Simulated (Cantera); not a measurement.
Gas-phase reforming

An isothermal, constant-pressure homogeneous reactor starts with 49.0 % CH₄, 21.6 % CO₂, 29.4 % H₂, at 2100 K and 450 Torr.

Cantera simulation using GRI-Mech 3.0 (53 species, 325 reactions); the numbers are that mechanism's predictions, not measurements. GRI-Mech 3.0 stops at C3 and has no aromatics, soot or wall deposition, so with more carbon than oxygen in the feed, carbon stays in small species such as C2H2 where larger ones or solid carbon would form.

| t (s) | x CH₄ | x CO₂ | x H₂ | x O | x C₂H₆ |
|---|---|---|---|---|---|
| 0.000100 | 0.182 | 0.143 | 0.503 | 3.48e-8 | 0.000443 |
| 0.000203 | 0.102 | 0.101 | 0.547 | 4.59e-8 | 0.000153 |
| 0.000412 | 0.0503 | 0.0544 | 0.556 | 6.61e-8 | 4.32e-5 |
| 0.000835 | 0.0233 | 0.0180 | 0.554 | 8.96e-8 | 1.10e-5 |
| 0.00169 | 0.0133 | 0.00679 | 0.566 | 9.46e-8 | 3.89e-6 |
| 0.00344 | 0.0103 | 0.00525 | 0.588 | 7.80e-8 | 2.29e-6 |
| 0.00697 | 0.00811 | 0.00368 | 0.613 | 5.32e-8 | 1.37e-6 |
| 0.0141 | 0.00565 | 0.00192 | 0.638 | 2.76e-8 | 6.44e-7 |
| 0.0287 | 0.00326 | 0.000609 | 0.655 | 8.78e-9 | 2.12e-7 |
| 0.0582 | 0.00146 | 7.33e-5 | 0.662 | 1.06e-9 | 4.60e-8 |
| 0.118 | 0.000817 | 1.23e-6 | 0.663 | 1.87e-11 | 1.77e-8 |
| 0.240 | 0.000791 | 6.76e-8 | 0.663 | 1.83e-12 | 1.68e-8 |
| 0.486 | 0.000791 | 6.73e-8 | 0.663 | 1.83e-12 | 1.68e-8 |
| 0.986 | 0.000791 | 6.73e-8 | 0.663 | 1.83e-12 | 1.68e-8 |
| 2.00 | 0.000791 | 6.73e-8 | 0.663 | 1.83e-12 | 1.68e-8 |
x: mole fraction; the columns are a selection and need not sum to one.

Equilibrium at this temperature and pressure: CH₄ 0.000791, CO₂ 6.75e-8, H₂ 0.663, O 1.83e-12, C₂H₆ 1.68e-8 (gas phase only).
